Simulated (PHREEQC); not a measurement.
Alkaline etch or developer

A solution holds 0.069 mol/kgw KOH, 0.16 mol/kgw NaAlO2, 6.8e-05 mol/kgw K2CO3 and 0.17 mol/kgw NH3, at 32 °C. Closed to the air; pH follows from the charge balance.

Model: ion-association model, phreeqc.dat, run in PHREEQC.

```
Property                  Result
-----------------  -------------
pH                         12.46
ionic strength     0.229 mol/kgw
activity of water          0.989
total alkalinity      879 meq/kg
```

```tsv
species	molality	activity	log γ
NH3	0.170	0.179	0.023
Al(OH)4-	0.160	0.115	-0.145
Na+	0.160	0.118	-0.132
K+	0.0691	0.0483	-0.156
OH-	0.0691	0.0479	-0.159
NH4+	0.000102	6.79e-5	-0.177
NaCO3-	3.75e-5	2.77e-5	-0.132
CO3-2	3.05e-5	8.91e-6	-0.534
```

No solid was allowed to form. The solution is supersaturated, for example in Gibbsite (slow to form), so a real one may precipitate; this is no full list.
